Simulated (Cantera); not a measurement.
What does this Cantera script print?

```python
import numpy as np
import cantera as ct

gas = ct.Solution("gri30.yaml")
gas.TP = 300, 130000
flame = ct.CounterflowDiffusionFlame(gas, width=0.02)
flame.fuel_inlet.X, flame.fuel_inlet.T = {'CO': 1, 'H2': 0.087, 'N2': 0.2}, 350
flame.oxidizer_inlet.X, flame.oxidizer_inlet.T = {'O2': 0.23, 'N2': 0.77}, 450
flame.set_refine_criteria(ratio=3, slope=0.12, curve=0.24, prune=0.03)
show = ['OH', 'H', 'NO', 'CO']

rows = []
print(f"{'mdot':>8s}{'a_max':>10s}{'a_mean':>10s}{'Tmax/K':>9s}" + "".join(f"{s:>11s}" for s in show) + "   (peak mole fractions)")
for i, mdot in enumerate([0.78, 0.98, 1.2, 1.6, 2, 2.5, 3.1, 3.9, 4.9, 6.2]):  # kg/m2/s on the oxidiser side
    flame.oxidizer_inlet.mdot, flame.fuel_inlet.mdot = mdot, 1.3 * mdot
    flame.solve(loglevel=0, auto=(i == 0))
    if flame.T.max() < max(350, 450) + 100:
        print(f"{mdot:8.3g}  no burning solution found from the previous one")
        break
    dT = np.abs(np.gradient(flame.T, flame.grid))
    rows.append([flame.strain_rate("max"), flame.strain_rate("mean"), flame.T.max(),
                 *(flame.X[gas.species_index(s)].max() for s in show), max(dT[0], dT[-1]) / dT.max()])
    print(f"{mdot:8.3g}{rows[-1][0]:10.1f}{rows[-1][1]:10.1f}{rows[-1][2]:9.1f}" + "".join(f"{x:11.3e}" for x in rows[-1][3:-1]))
```

It prints:

```
    mdot     a_max    a_mean   Tmax/K         OH          H         NO         CO   (peak mole fractions)
    0.78     312.0      82.0   2070.8  5.593e-03  6.454e-03  1.264e-04  7.801e-01
    0.98     385.6     103.1   2040.3  5.602e-03  7.054e-03  1.064e-04  7.803e-01
     1.2     466.3     126.2   2012.5  5.574e-03  7.610e-03  9.229e-05  7.802e-01
     1.6     612.2     168.3   1973.3  5.538e-03  8.475e-03  7.731e-05  7.800e-01
       2     756.4     210.3   1942.1  5.462e-03  9.161e-03  6.828e-05  7.800e-01
     2.5     934.2     262.9   1908.7  5.352e-03  9.859e-03  6.068e-05  7.801e-01
     3.1    1145.8     326.0   1875.3  5.235e-03  1.054e-02  5.451e-05  7.800e-01
     3.9    1425.6     410.1   1839.6  5.067e-03  1.123e-02  4.874e-05  7.799e-01
     4.9    1770.9     515.3   1802.0  4.876e-03  1.191e-02  4.338e-05  7.798e-01
     6.2    2214.2     652.0   1761.1  4.632e-03  1.253e-02  3.808e-05  7.798e-01
```

Cantera simulation using GRI-Mech 3.0 (53 species, 325 reactions); the numbers are that mechanism's predictions, not measurements. The maximum strain rate includes the flame's own expansion and is several times the mean.
